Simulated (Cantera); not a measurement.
Feed: 1 mol B, 0.11 mol NH3, 0.59 mol N2, equilibrated at 1325 °C and 75.0 Torr.

These are equilibrium values from Cantera (NASA tables, ideal gas, pure condensed phases), not measurements of a reactor. Candidate condensed phases: B, BN; 15 gas species. The numbers say what is thermodynamically allowed, not how fast it happens.

Base state: H2 0.532, N2 0.468, H 0.000123 (mole fractions); condensed: BN(s).

What changes in the equilibrium state with this change: B replaced by BF3?


```csv
species,before,after
BF3,0,0.539
N2,0.468,0.353
H2,0.532,0.0787
HF,0,0.0218
BF2,0,0.00433
BHF2,0,0.00271
BF,0,6.78e-5
H,0.000123,4.73e-5
"BN(s), mol",1.00,0.00885
```
The tables' values for BF2 are old estimates; treat these amounts as uncertain.
